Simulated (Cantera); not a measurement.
Input (Python, Cantera):

```python
import numpy as np
import cantera as ct

gas = ct.Solution("gri30.yaml")
gas.TPX = 325, 230000, {'CH4': 1, 'H2': 0.036, 'O2': 1.68, 'N2': 6.32}
flame = ct.FreeFlame(gas, width=0.022)
flame.set_refine_criteria(ratio=3, slope=0.08, curve=0.16)
flame.transport_model = "mixture-averaged"
flame.solve(loglevel=0, auto=True)
z, T = flame.grid, flame.T
thick = (T[-1] - T[0]) / np.gradient(T, z).max()
show = ['CH4', 'H2', 'O2', 'HCO', 'HO2', 'C2H6']
print(f"laminar burning velocity  {flame.velocity[0] * 100:.3f} cm/s")
print(f"burnt temperature         {T[-1]:.1f} K")
print(f"thermal thickness         {thick * 1e3:.4f} mm")
print(f"grid points               {len(z)}")
z0 = z[flame.heat_release_rate.argmax()]
print(f"{'z/mm':>9s}{'T/K':>9s}{'u/(m/s)':>9s}" + "".join(f"{s:>11s}" for s in show))
rows = []
for k in (-3, -2, -1.5, -1, -0.5, -0.25, 0, 0.25, 0.5, 1, 2, 4, 8):
    zz = z0 + k * thick
    rows.append([k * thick, np.interp(zz, z, T), np.interp(zz, z, flame.velocity),
                 *(np.interp(zz, z, flame.X[gas.species_index(s)]) for s in show)])
    print(f"{rows[-1][0] * 1e3:9.3f}{rows[-1][1]:9.1f}{rows[-1][2]:9.3f}" + "".join(f"{x:11.3e}" for x in rows[-1][3:]))
```

It prints:

```
laminar burning velocity  27.338 cm/s
burnt temperature         2157.8 K
thermal thickness         0.2645 mm
grid points               153
     z/mm      T/K  u/(m/s)        CH4         H2         O2        HCO        HO2       C2H6
   -0.794    325.2    0.274  1.105e-01  5.059e-03  1.857e-01  2.716e-19  1.804e-08  1.438e-08
   -0.529    328.4    0.277  1.100e-01  7.483e-03  1.851e-01  6.178e-16  2.905e-07  3.793e-07
   -0.397    345.3    0.292  1.086e-01  1.087e-02  1.836e-01  1.885e-13  2.126e-06  4.287e-06
   -0.265    473.8    0.405  1.002e-01  1.750e-02  1.743e-01  9.055e-11  2.481e-05  7.538e-05
   -0.132   1025.5    0.892  6.462e-02  2.634e-02  1.264e-01  2.369e-07  1.252e-04  8.244e-04
   -0.066   1467.4    1.288  3.369e-02  3.042e-02  8.027e-02  6.091e-06  1.250e-04  1.067e-03
    0.000   1850.2    1.634  7.346e-03  3.159e-02  3.293e-02  2.096e-05  4.894e-05  1.235e-04
    0.066   2002.1    1.766  5.061e-04  2.864e-02  9.643e-03  7.516e-06  7.834e-06  7.152e-07
    0.132   2041.6    1.794  2.214e-05  2.731e-02  3.427e-03  6.750e-07  2.613e-06  1.585e-09
    0.265   2074.8    1.817  9.343e-08  2.751e-02  1.345e-03  1.268e-07  1.195e-06  4.941e-14
    0.529   2107.2    1.842  4.087e-11  2.759e-02  6.627e-04  8.450e-08  5.890e-07  4.950e-19
    1.058   2133.1    1.863  1.475e-13  2.744e-02  2.676e-04  5.116e-08  2.163e-07  1.698e-22
    2.116   2148.4    1.875  1.813e-13  2.735e-02  8.991e-05  2.904e-08  5.933e-08  2.456e-25
```

Computed with Cantera and GRI-Mech 3.0 (53 species, 325 reactions). Burning velocities carry a grid error of a few per cent, more on coarse grids.
